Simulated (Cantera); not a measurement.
**Carbon deposition, reforming and gasification: C2H2 + NH3 + H2 + O2**

A closed system holds: 1 mol C2H2, 0.012 mol NH3, 0.71 mol H2, 0.17 mol O2, equilibrated at 2348.15 K.

Equilibrium computed with Cantera from the NASA thermochemical tables; the gas is ideal and each condensed phase is pure. Candidate condensed phases: C, C6H6, C7H8, C8H18, H2O; 136 gas species. The ideal-gas law is rough above about 30 bar. Kinetics and transport are ignored.

```
P (Pa)    log p H2  log p H  log p CO  log p CH4  n C(graphite)
--------  --------  -------  --------  ---------  -------------
10           -4.59    -4.20     -4.95     -12.89           1.64
46           -3.67    -3.74     -4.22     -11.04           1.64
220          -2.85    -3.34     -3.49      -9.42           1.64
1000         -2.14    -2.98     -2.81      -7.98           1.64
4600         -1.44    -2.63     -2.13      -6.60           1.64
22000        -0.75    -2.28     -1.45      -5.21           1.64
100000       -0.09    -1.95     -0.79      -3.88           1.64
460000        0.58    -1.62     -0.12      -2.55           1.64
2200000       1.26    -1.28      0.56      -1.19           1.63
10000000      1.91    -0.95      1.22       0.11           1.61
```
log p: log10 of the partial pressure in bar; n: condensed amount in mol.

From 10.0 Pa to 1.00e7 Pa the condensed part is C(graphite). The main C-bearing gas is CO throughout.
